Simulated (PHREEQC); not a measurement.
Make-up at 25 °C: 0.0011 mol/kgw H3AsO4, 0.00056 mol/kgw NaOH and 0.00027 mol/kgw FeCl3. Closed to the air; pH follows from the charge balance.

Model: ion-association model, wateq4f.dat, run in PHREEQC.

No solid was allowed to form.

Task: Order these Fe species by the share of Fe that they hold, largest first: FeOH+2, Fe2(OH)2+4, Fe(OH)2+, FeCl+2, Fe+3.

Result: FeOH+2 (64 %), Fe(OH)2+ (26 %), Fe+3 (8.6 %), Fe2(OH)2+4 (0.89 %), FeCl+2 (0.16 %)

The pH is 3.16 and the ionic strength 0.00203 mol/kgw. The solution is supersaturated, for example in Hematite (slow to form), Goethite (slow to form), so a real one may precipitate; this is no full list. Complexes and solids missing from the database can't appear. The database's scorodite may be far more soluble than the real mineral, and it has no iron arsenate complexes; the constant wasn't checked at its source.
